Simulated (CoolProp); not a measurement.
R22 at 298.15 K and 0.268 MPa is compressed adiabatically to 1.77 MPa with isentropic efficiency 0.9. Each further row changes one setting.

Computed with CoolProp (reference Helmholtz-energy equation of state, Kamei 1995).

```tsv
case	work (kJ/kg)	final temperature (K)	final density (kg/m³)
as stated	64.8	402.8	50.6
efficiency 1	58.4	…	52.0
efficiency 0.65	…	…	46.0
```

### Question
Complete the blanks.

### Answer

- efficiency 1, final temperature (K): 395.2
- efficiency 0.65, work (kJ/kg): 89.8
- efficiency 0.65, final temperature (K): 432.1
